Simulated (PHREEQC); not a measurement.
**Copper plating or etch bath (model solution)**

Solution (20 °C): 92 mmol/kgw CuCl2, 0.77 mmol/kgw HCl and 1.9 mmol/kgw H3BO3. Closed to the air; pH follows from the charge balance.

Equilibrium calculation in PHREEQC: ion-association model, phreeqc.dat.

Each row changes one thing in this solution. This is a speciation only: nothing precipitates in the calculation.

| case | pH | ionic strength (mol/kgw) | Cl- (mol/kgw) | Cu+2 (mol/kgw) | CuCl+ (mol/kgw) | CuCl2 (mol/kgw) |
|---|---|---|---|---|---|---|
| as made | 3.22 | 0.257 | 0.175 | 0.0824 | 0.00923 | 0.000379 |
| diluted 10-fold with water | 4.16 | 0.0273 | 0.0183 | 0.00900 | (withheld) | 1.30e-6 |
| diluted 2-fold with water | 3.50 | 0.132 | 0.0892 | 0.0429 | 0.00298 | (withheld) |
| diluted 5-fold with water | 3.88 | 0.0541 | 0.0363 | 0.0177 | (withheld) | (withheld) |
| temperature from 20 to 40 °C | 3.22 | 0.235 | 0.164 | 0.0718 | 0.0192 | (withheld) |

Q: Some entries are withheld; supply them.

A: 
- diluted 10-fold with water, CuCl+ (mol/kgw): 0.000193
- diluted 2-fold with water, CuCl2 (mol/kgw): 7.37e-5
- diluted 5-fold with water, CuCl+ (mol/kgw): 0.000641
- diluted 5-fold with water, CuCl2 (mol/kgw): 7.70e-6
- temperature from 20 to 40 °C, CuCl2 (mol/kgw): 0.000913

Constants without temperature data keep their 25 °C values here.
